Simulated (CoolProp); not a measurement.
Saturation properties of nitrogen (Tc = -147.0 °C, pc = 3396 kPa, ω = 0.037).

The numbers come from the reference Helmholtz-energy equation of state, Span 2000 in CoolProp.

| T (°C) | p (kPa) | vapour Z | liquid viscosity (µPa s) | liquid conductivity (mW/(m K)) |
|---|---|---|---|---|
| -182.55 | 379.3 | 0.8911 | 101 | (withheld) |
| -180.05 | 465.8 | 0.8744 | 93.3 | 114 |
| -177.55 | 565.8 | 0.8562 | 86.4 | 109 |
| -175.05 | 680.5 | 0.8365 | (withheld) | 104 |
| -172.55 | 811.1 | 0.8151 | 74.4 | 98.9 |
| -170.05 | 958.8 | 0.7920 | 69.1 | 94.0 |
| -167.55 | 1125 | 0.7670 | 64.1 | 89.1 |
| -165.05 | 1311 | 0.7398 | 59.4 | 84.2 |
| -162.55 | 1517 | 0.7101 | (withheld) | 79.3 |
| -160.05 | (withheld) | 0.6774 | 50.6 | (withheld) |
| -157.55 | 2000 | 0.6410 | 46.3 | 69.5 |

Task: Complete the blanks.

Result: 
- -182.55, liquid conductivity (mW/(m K)): 119
- -175.05, liquid viscosity (µPa s): 80.2
- -162.55, liquid viscosity (µPa s): 54.9
- -160.05, p (kPa): 1747
- -160.05, liquid conductivity (mW/(m K)): 74.3

It boils at -195.8 °C under 1 atm.

Viscosity comes from a separate model (Lemmon 2004). Thermal conductivity comes from a separate model (Lemmon 2004).
